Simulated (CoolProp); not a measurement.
Vapour-liquid equilibrium of carbon dioxide (1) + ethane (2) at 235.4 K; x and y are mole fractions of (1).

Computed with CoolProp (multi-fluid Helmholtz-energy mixture model, Span 1996 and Bücker 2006; pair parameters Kunz 2012).

### Question
Give the bubble pressure and the first vapour's composition at x = 0.05, 0.45, 0.75. Is there an azeotrope?

### Answer
x = 0.05: 0.9268 MPa, y = 0.126; x = 0.45: 1.311 MPa, y = 0.552; x = 0.75: 1.334 MPa, y = 0.696. y crosses x between x = 0.55 and 0.65: the model has an azeotrope there.

The pair parameters rest on a limited set of measurements; away from them the model extrapolates.
